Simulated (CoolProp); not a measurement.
Vapour-liquid equilibrium of R113 (1) + acetone (2) at 372 K; x and y are mole fractions of (1).

The numbers come from the multi-fluid Helmholtz-energy mixture model, Marx 1992 and Lemmon 2006; pair parameters Bell 2016 in CoolProp.

```tsv
x	bubble pressure, mixture model (MPa)	bubble pressure, Raoult's law (MPa)	y, mixture model	y, Raoult's law
0.05	0.3839	0.3646	0.098	0.058
0.125	0.4116	0.3694	0.212	0.144
0.2	0.4331	0.3741	0.300	0.227
0.275	0.4496	0.3789	0.372	0.308
0.35	0.4619	0.3837	0.434	0.388
0.425	0.4708	0.3884	0.488	0.465
0.5	0.4766	0.3932	0.539	0.540
0.575	0.4796	0.3980	0.589	0.614
0.65	0.4797	0.4027	0.640	0.686
0.725	0.4768	0.4075	0.694	0.756
0.8	0.4702	0.4123	0.756	0.825
0.875	0.4588	0.4170	0.829	0.892
0.95	0.4413	0.4218	0.921	0.957
```

The largest gap from Raoult's law is +21.2 % in bubble pressure, at x = 0.5. y crosses x between x = 0.575 and 0.65: the model has an azeotrope there.

The pair parameters rest on a limited set of measurements; away from them the model extrapolates.
